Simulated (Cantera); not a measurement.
Charge: 1 mol B2H6, 0.39 mol N2, 0.46 mol H2, 0.18 mol H2O, at 1298 K and 1.00 bar.

Equilibrium computed with Cantera from the NASA thermochemical tables; the gas is ideal and each condensed phase is pure. Candidate condensed phases: B, BN, B2O3, B3O3H3, H2O; 39 gas species. The feed counts by its element totals alone. N2 is the only nitrogen source here; it is nearly inert below about 1500 K, so the nitride shown seldom forms there in practice. Mutual solubility and eutectic melting of coexisting phases are not modelled. Kinetics and transport are ignored.

Base state: H2 0.993, B3O3H3 0.00690, HBO 0.000280 (mole fractions); condensed: B(s) + BN(s) + B2O3(l).

Problem. What changes in the equilibrium state with this change: pressure from 1.00 bar to 0.00430 bar?

Solution. 
| species | before | after |
|---|---|---|
| H2 | 0.993 | 0.995 |
| HBO | 0.000280 | 0.00427 |
| B3O3H3 | 0.00690 | 0.000454 |
| B2O3 | 1.76e-7 | 4.10e-5 |
| B2O2 | 1.11e-6 | 0.000258 |
| B(s), mol | 1.07 | 1.09 |
| BN(s), mol | 0.780 | 0.780 |
| B2O3(l), mol | 0.0346 | 0.0522 |

Problem. What changes in the equilibrium state with this change: B2H6 replaced by B?

Solution. 
| species | before | after |
|---|---|---|
| H2 | 0.993 | 0.993 |
| B3O3H3 | 0.00690 | 0.00690 |
| HBO | 0.000280 | 0.000280 |
| B(s), mol | 1.07 | 0.0955 |
| BN(s), mol | 0.780 | 0.780 |
| B2O3(l), mol | 0.0346 | 0.0555 |
